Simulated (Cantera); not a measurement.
Input: 1 mol BN, 9.4 mol NF3, held at 775 °C and 0.00133 bar.

Method: chemical equilibrium by Gibbs-energy minimisation in Cantera with the NASA 1993 tables (ideal gas, pure condensed phases). Candidate condensed phases: B, BN; 13 gas species. The numbers say what is thermodynamically allowed, not how fast it happens.

Base state: F 0.764, N2 0.171, BF3 0.0329, F2 0.0325 (mole fractions); condensed: gas only.

Question: What changes in the equilibrium state with this change: temperature from 775 °C to 1325 °C?

Answer: 
```json
[
 {"species": "F", "before": "0.764", "after": "0.802"},
 {"species": "N2", "before": "0.171", "after": "0.166"},
 {"species": "BF3", "before": "0.0329", "after": "0.0318"},
 {"species": "F2", "before": "0.0325", "after": "5.08e-5"}
]
```
